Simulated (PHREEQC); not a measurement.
0.17 g of hydrous ferric oxide (600 m²/g; 0.2 weak and 0.005 strong sites per Fe, Dzombak-Morel constants, diffuse double layer) in 1 kg of water with 0.005 mol/kgw of an inert sodium salt and 1.3e-05 mol CaCl2, at 25 °C; the pH is set by adding NaOH or the inert anion's acid. Oxygen alone is held at its pressure in air (log pO2 = -0.68). CO2 from the air is kept out. Nothing may precipitate in this run.

Base run: PHREEQC, ion-association model, wateq4f.dat. Each further column changes one thing. The table gives surface charge σ (C/m²).

```
pH      base  background salt from 0.005 to 0.0005 mol/kgw  oxide from 0.17 to 0.85 g/kgw
----  ------  --------------------------------------------  -----------------------------
4      0.183                                           [?]                          0.187
5      0.091                                           [?]                          0.092
5.5    0.060                                           [?]                          0.060
6.5    0.023                                         0.008                          0.023
7      0.013                                         0.004                          0.013
8      0.001                                         0.000                          0.001
9     -0.008                                           [?]                            [?]
9.5   -0.016                                        -0.006                         -0.017
10.5  -0.046                                        -0.021                         -0.050
11    -0.075                                        -0.045                         -0.080
12    -0.202                                        -0.186                         -0.214
```

### Question
Fill in the missing entries.

### Answer

- 4, background salt from 0.005 to 0.0005 mol/kgw: 0.101
- 5, background salt from 0.005 to 0.0005 mol/kgw: 0.040
- 5.5, background salt from 0.005 to 0.0005 mol/kgw: 0.024
- 9, background salt from 0.005 to 0.0005 mol/kgw: -0.003
- 9, oxide from 0.17 to 0.85 g/kgw: -0.009
